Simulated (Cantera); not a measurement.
Aluminium nitride and oxide growth: AlCl3 + HCl + H2 + H2O

A closed system holds: 1 mol AlCl3, 3.1 mol HCl, 16 mol H2, 0.48 mol H2O, at 1.00 bar.

These are equilibrium values from Cantera (NASA tables, ideal gas, pure condensed phases), not measurements of a reactor. Candidate condensed phases: Al, AlCl3, Al2O3, H2O; 29 gas species. The tables' values for AlCl2, AlOH are old estimates; treat these amounts as uncertain. Rates play no part.

From 1298 K to 2198 K the condensed part is Al2O3(s). The main Al-bearing gas is AlCl3 at 1298 K and AlCl at 2198 K.

```tsv
T (K)	x H2	x HCl	x AlCl3	x AlCl	n Al2O3(s)
1298	0.771	0.196	0.0328	3.59e-7	0.160
1398	0.771	0.196	0.0327	3.33e-6	0.160
1498	0.771	0.196	0.0325	2.27e-5	0.160
1598	0.770	0.196	0.0319	0.000119	0.159
1698	0.769	0.198	0.0304	0.000491	0.159
1798	0.765	0.201	0.0275	0.00159	0.158
1898	0.759	0.207	0.0228	0.00397	0.157
1998	0.749	0.215	0.0170	0.00776	0.154
2098	0.739	0.223	0.0114	0.0124	0.148
2198	0.729	0.228	0.00715	0.0172	0.138
```
x: gas mole fraction; n: condensed amount in mol.
